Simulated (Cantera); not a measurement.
A closed system holds: 1 mol Cr, a varied amount of N2O, held at 1.33 mbar.

These are equilibrium values from Cantera (NASA tables, ideal gas, pure condensed phases), not measurements of a reactor. Candidate condensed phases: Cr, CrN, Cr2N, Cr2O3; 14 gas species. Kinetics and transport are ignored.

Stable condensed phases, one row left out:

```
T in °C \ n(N2O) in mol
         1.5 1.9 2.4 3.1   4 5.1 6.5 8.4
   2477    A   A   A   A   A   A   A   A
   2427    A   A   A   A   A   A   A   A
   2377    A   A   A   A   A   A   A   A
   2327    A   A   A   A   A   A   A   A
   2277    A   A   A   A   A   A   A   A
   2227    A   A   A   A   A   A   A   A
   2177    A   A   A   A   A   A   A   A
   2127    A   A   A   A   A   A   A   A
   2077    B   B   A   A   A   A   A   A
   2027    B   B   B   B   B   A   A   A
   1977    B   B   B   B   B   B   B   A
   1877    B   B   B   B   B   B   B   B
```

A: gas only; B: Cr2O3.

**Question.** Give the row for 1927 °C.

**Answer.** 1.5: Cr2O3; 1.9: Cr2O3; 2.4: Cr2O3; 3.1: Cr2O3; 4: Cr2O3; 5.1: Cr2O3; 6.5: Cr2O3; 8.4: Cr2O3.
